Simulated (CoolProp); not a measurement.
Vapour-liquid equilibrium of m-xylene (1) + o-xylene (2) at 321 K; x and y are mole fractions of (1).

Model: multi-fluid Helmholtz-energy mixture model, Zhou 2012 and Zhou 2012; pair parameters Bell 2016, in CoolProp.

Question: Give the bubble pressure and the first vapour's composition at x = 0.45, 0.65, 0.75. Is there an azeotrope?

Answer: x = 0.45: 0.003378 MPa, y = 0.502; x = 0.65: 0.003520 MPa, y = 0.695; x = 0.75: 0.003590 MPa, y = 0.786. No azeotrope shows between x = 0.05 and 0.95.

The pair parameters rest on a limited set of measurements; away from them the model extrapolates.
